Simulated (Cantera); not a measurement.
# Silicon carbide growth: SiHCl₃ + C₂H₄ + H₂ + CH₄

A closed system holds: 1 mol SiHCl₃, 0.0076 mol C₂H₄, 160 mol H₂, a varied amount of CH₄, equilibrated at 1.00 Torr.

Cantera equilibrium calculation (NASA polynomials, part measured and part estimated; ideal gas, pure solids and liquids). Candidate condensed phases: C, C₆H₆, C₇H₈, C₈H₁₈, Si, SiC; 109 gas species. The tables' values for SiCl₃ are old estimates. Rates play no part.

Stable condensed phases:

```
T in K \ n(CH₄) in mol
         0.079   0.1  0.13  0.16  0.21  0.26  0.33  0.42  0.53  0.67  0.85   1.1
   2673      A     A     A     A     A     A     A     A     A     A     A     A
   2598      A     A     A     A     A     A     A     A     A     A     A     A
   2523      A     A     A     A     A     A     A     A     A     A     A     A
   2448      A     A     A     A     A     A     A     A     A     A     A     A
   2373      A     A     A     A     A     A     A     A     A     A     A     A
   2298      A     A     A     A     A     A     A     A     A     A     A     A
   2223      A     A     A     A     A     A     A     A     A     A     A     B
   2148      A     A     A     A     A     A     A     A     A     A     B     B
   2073      A     A     A     A     A     A     A     A     B     B     B     B
```

A: gas only; B: C.
